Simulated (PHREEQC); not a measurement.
## Buffer

Make-up at 60 °C and 10 atm: 5.7 mmol/kgw NaHCO3, 7.6 mmol/kgw KOH and 170 mmol/kgw LiCl. Closed to the air; pH follows from the charge balance.

Equilibrium calculation in PHREEQC: ion-association model, phreeqc.dat.

Each row changes one thing in this solution. No solid was allowed to form.

| case | pH | ionic strength (mol/kgw) | Na+ (mol/kgw) | HCO3- (mol/kgw) | NaHCO3 (mol/kgw) | CO2 (mol/kgw) |
|---|---|---|---|---|---|---|
| as made | 10.33 | 0.187 | 0.00514 | 0.00106 | 1.34e-6 | 6.80e-8 |
| LiCl from 0.17 to 0.017 mol/kgw | ? | 0.0332 | 0.00487 | 0.00117 | 1.89e-6 | 7.21e-8 |
| LiCl left out | 10.44 | 0.0159 | 0.00478 | 0.00120 | 2.09e-6 | 7.32e-8 |
| NaHCO3 replaced by Na2CO3 at the same molality | 10.76 | 0.192 | 0.0103 | 0.000397 | 1.00e-6 | 9.45e-9 |
| KOH replaced by KHSO4 at the same molality | 2.96 | 0.189 | 0.00565 | 3.82e-6 | 5.32e-9 | 0.00569 |
| KOH left out | ? | 0.176 | 0.00568 | 0.00551 | 7.82e-6 | 9.84e-5 |
| KOH from 0.0076 to 0.0038 mol/kgw | 9.74 | 0.182 | 0.00532 | 0.00266 | 3.51e-6 | 6.61e-7 |

Problem. Complete the blanks.

Solution. 
- LiCl from 0.17 to 0.017 mol/kgw, pH: 10.42
- KOH left out, pH: 7.89

Complexes and solids missing from the database can't appear. Away from 25 °C the constants follow the database's enthalpies or fits; those with neither stay at their 25 °C values.
